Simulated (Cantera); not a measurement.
A Cantera script and what it prints.

```python
import numpy as np
import cantera as ct

gas_names = [...]  # 95 gases of nasa_gas.yaml made of C, F, H
cond_names = """
    C(gr) C6H6(L) C7H8(L) C8H18(L),n-octa
""".split()


# ... load() reads the species with a 1 bar reference pressure and builds the phases ...
atoms = {
    'CH2F2': {'C': 1, 'H': 2, 'F': 2},
    'H2': {'H': 2},
}
top_T = {'C(gr)': 4500}  # K; cautious upper limits of use, not melting points


# ... equilibrate(T, P, feed) seeds the gas with the atoms and calls Mixture.equilibrate('TP', solver="vcs", rtol=1e-11, max_steps=5000) ...
results = []
feed = {'CH2F2': 1, 'H2': 0.05}  # mol
P = 7200  # Pa
for T in [2398, 2448, 2498, 2548, 2598, 2648, 2698, 2748, 2798, 2848]:
    mix = equilibrate(T, P, feed)
    results.append((T, P, feed, dict(zip(mix.species_names, mix.species_moles))))
    x = sorted(zip(gas.X, gas.species_names), reverse=True)
    print(f"T = {T:g} K  P = {P:g} Pa  gas = {mix.phase_moles(0):.4g} mol")
    print("   x: " + "  ".join(f"{s} {v:.3e}" for v, s in x if v > 1e-06))
    print("   condensed (mol): " + ("  ".join(f"{mix.phase(i).name} {mix.phase_moles(i):.4g}"
          for i in range(1, mix.n_phases) if mix.phase_moles(i) > 1e-12) or "none"))
```

Output:

```
T = 2398 K  P = 7200 Pa  gas = 2.059 mol
   x: HF 9.705e-01  H2 2.029e-02  H 8.363e-03  F 6.339e-04  C2H2,acetylene 1.401e-04  CF 1.491e-05  CF2 6.916e-06  C2H 3.309e-06  C3 1.317e-06
   condensed (mol): C(gr) 0.9993
T = 2448 K  P = 7200 Pa  gas = 2.062 mol
   x: HF 9.691e-01  H2 1.941e-02  H 1.034e-02  F 9.392e-04  C2H2,acetylene 1.678e-04  CF 2.604e-05  CF2 1.047e-05  C2H 5.733e-06  C3 3.020e-06  C2HF 1.139e-06  C 1.114e-06
   condensed (mol): C(gr) 0.9992
T = 2498 K  P = 7200 Pa  gas = 2.065 mol
   x: HF 9.673e-01  H2 1.844e-02  H 1.261e-02  F 1.375e-03  C2H2,acetylene 1.978e-04  CF 4.464e-05  CF2 1.571e-05  C2H 9.673e-06  C3 6.692e-06  C 2.249e-06  C2HF 1.681e-06
   condensed (mol): C(gr) 0.999
T = 2548 K  P = 7200 Pa  gas = 2.068 mol
   x: HF 9.650e-01  H2 1.740e-02  H 1.520e-02  F 1.992e-03  C2H2,acetylene 2.295e-04  CF 7.518e-05  CF2 2.337e-05  C2H 1.591e-05  C3 1.436e-05  C 4.416e-06  C2HF 2.440e-06  C2 1.335e-06  C4H2 1.252e-06
   condensed (mol): C(gr) 0.9987
T = 2598 K  P = 7200 Pa  gas = 2.072 mol
   x: HF 9.622e-01  H 1.812e-02  H2 1.632e-02  F 2.855e-03  C2H2,acetylene 2.626e-04  CF 1.245e-04  CF2 3.447e-05  C3 2.989e-05  C2H 2.557e-05  C 8.447e-06  C2HF 3.488e-06  C2 2.806e-06  C4H2 1.750e-06
   condensed (mol): C(gr) 0.9982
T = 2648 K  P = 7200 Pa  gas = 2.077 mol
   x: HF 9.586e-01  H 2.139e-02  H2 1.523e-02  F 4.047e-03  C2H2,acetylene 2.968e-04  CF 2.028e-04  C3 6.045e-05  CF2 5.035e-05  C2H 4.020e-05  C 1.576e-05  C2 5.730e-06  C2HF 4.914e-06  C4H2 2.398e-06
   condensed (mol): C(gr) 0.9976
T = 2698 K  P = 7200 Pa  gas = 2.083 mol
   x: HF 9.541e-01  H 2.504e-02  H2 1.419e-02  F 5.672e-03  C2H2,acetylene 3.322e-04  CF 3.247e-04  C3 1.190e-04  CF2 7.271e-05  C2H 6.199e-05  C 2.874e-05  C2 1.139e-05  C2HF 6.828e-06  C4H2 3.231e-06
   condensed (mol): C(gr) 0.9966
T = 2748 K  P = 7200 Pa  gas = 2.09 mol
   x: HF 9.484e-01  H 2.911e-02  H2 1.323e-02  F 7.848e-03  CF 5.107e-04  C2H2,acetylene 3.697e-04  C3 2.284e-04  CF2 1.035e-04  C2H 9.398e-05  C 5.126e-05  C2 2.208e-05  C2HF 9.359e-06  C4H2 4.296e-06  C5 1.817e-06  CH 1.119e-06
   condensed (mol): C(gr) 0.995
T = 2798 K  P = 7200 Pa  gas = 2.099 mol
   x: HF 9.411e-01  H 3.369e-02  H2 1.238e-02  F 1.071e-02  CF 7.880e-04  C3 4.279e-04  C2H2,acetylene 4.103e-04  CF2 1.446e-04  C2H 1.404e-04  C 8.954e-05  C2 4.176e-05  C2HF 1.266e-05  C4H2 5.660e-06  C5 4.063e-06  CH 1.716e-06
   condensed (mol): C(gr) 0.9925
T = 2848 K  P = 7200 Pa  gas = 2.11 mol
   x: HF 9.319e-01  H 3.889e-02  F 1.438e-02  H2 1.167e-02  CF 1.192e-03  C3 7.835e-04  C2H2,acetylene 4.558e-04  C2H 2.073e-04  CF2 1.979e-04  C 1.533e-04  C2 7.723e-05  C2HF 1.690e-05  C5 8.828e-06  C4H2 7.417e-06  CH 2.599e-06  C4 1.678e-06
   condensed (mol): C(gr) 0.9884
```

Cantera equilibrium calculation (NASA polynomials, part measured and part estimated; ideal gas, pure solids and liquids).
